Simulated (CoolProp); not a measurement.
A simple Rankine cycle with R11: condensing at 304.15 K, boiler at 1.45 MPa, turbine inlet 403.7 K, turbine efficiency 0.85, pump efficiency 0.7, no recuperator. Each further row changes one setting.

Computed with CoolProp (reference Helmholtz-energy equation of state, Jacobsen 1992).

```
case                             thermal efficiency (%)  net work (kJ/kg)  heat in (kJ/kg)  turbine exit temperature (K)  volume ratio over the turbine
-------------------------------  ----------------------  ----------------  ---------------  ----------------------------  -----------------------------
as stated                                          16.7              37.2              223                         315.3                           10.8
turbine inlet 423.7 K                              16.9              40.4              239                         335.9                           10.5
condensing temperature 296.15 K                    17.9              41.2              230                         307.5                           14.0
boiler pressure 1.01 MPa                           14.8              34.2              230                         332.2                           7.23
turbine efficiency 0.75                            14.7              32.6              223                         322.7                           11.1
```
